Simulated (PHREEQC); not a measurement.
Reverse-osmosis permeate (model solution)

A made-up water analysis in mg/L, 25 °C, pH 5.5, pe 0.1:

```
constituent           mg/L
------------------  ------
Na                     2.1
K                    0.319
Ca                   0.718
Mg                  0.0606
Cl                    1.18
S(6) as SO4           1.84
Alkalinity as HCO3    3.77
Fe(2)                0.153
```

Valence states are taken as typed.

The numbers come from PHREEQC with the ion-association model, wateq4f.dat.

No solid was allowed to form.

Predict the charge-balance error.

charge-balance error 4.4 %.

In which forms is C present?

CO2 87 %, HCO3- 12 % of the C.
